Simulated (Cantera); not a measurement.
An isothermal, constant-pressure homogeneous reactor starts with 35.7 % NH₃, 64.3 % N₂, at 1850 K and 90.0 Torr.

Model: the gas-phase N/H chemistry of the illustrative SiF4/NH3 mechanism in the Surface Chemkin manual (1991), integrated in Cantera. Walls and surfaces, which speed up NH3 decomposition in real reactors, are not modelled.

x: mole fraction; the columns are a selection and need not sum to one.

```
t (s)      x NH₃      x H₂    x N₂H₂    x N₂H₄      x NH       x N   x N₂
--------  ------  --------  --------  --------  --------  --------  -----
1.00e-5    0.357   6.65e-7  2.14e-12    <1e-12  1.58e-11    <1e-12  0.643
2.77e-5    0.357         ?  3.97e-11  3.10e-12  1.55e-10    <1e-12  0.643
7.65e-5    0.357   5.81e-6  5.15e-10  2.71e-11   1.63e-9    <1e-12  0.643
0.000211   0.357   1.63e-5   5.11e-9  2.17e-10   1.88e-8  9.24e-12  0.643
0.000585   0.357   4.69e-5   4.71e-8   1.66e-9   1.80e-7  1.86e-10  0.643
0.00162    0.357  0.000168   3.83e-7   1.14e-8   9.53e-7   1.18e-9  0.643
0.00447    0.356  0.000918   1.32e-6   3.63e-8   2.24e-6   5.48e-9  0.643
0.0124     0.353   0.00378   1.48e-6   3.88e-8   2.66e-6   1.66e-8  0.642
0.0342     0.346    0.0117   1.44e-6   3.47e-8   3.16e-6   4.72e-8  0.642
0.0946     0.327         ?   1.33e-6         ?         ?         ?  0.640
0.262      0.282    0.0833   1.08e-6   2.05e-8   4.27e-6   2.07e-7  0.635
0.723      0.192     0.182   6.48e-7   1.13e-8   4.05e-6   2.70e-7  0.625
2.00      0.0790     0.307   2.11e-7   3.22e-9   3.00e-6   2.85e-7  0.613
```

Complete the blanks.


- 2.77e-5, x H₂: 2.03e-6
- 0.0946, x H₂: 0.0326
- 0.0946, x N₂H₄: 2.83e-8
- 0.0946, x NH: 3.83e-6
- 0.0946, x N: 1.16e-7
